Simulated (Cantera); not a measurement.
Charge: 1 mol B, 0.068 mol O2, 18 mol N2, at 0.0100 bar.

Equilibrium computed with Cantera from the NASA thermochemical tables; the gas is ideal and each condensed phase is pure. Candidate condensed phases: B, BN, B2O3; 17 gas species. The numbers say what is thermodynamically allowed, not how fast it happens.

**Question.** What share of the B ends up in condensed phases as a function of T (°C), at 1850, 1875, 1900, 1925, 1950, 1975, 2000, 2025, 2050, 2075, 2100?

**Answer.** 
```
T (°C)  B condensed (%)     as
------  ---------------  -----
1850               86.3  BN(s)
1875               86.2  BN(s)
1900               86.2  BN(s)
1925               86.1  BN(s)
1950               85.9  BN(s)
1975               85.7  BN(s)
2000               85.3  BN(s)
2025               84.7  BN(s)
2050               83.9  BN(s)
2075               82.6  BN(s)
2100               81.4   B(l)
```
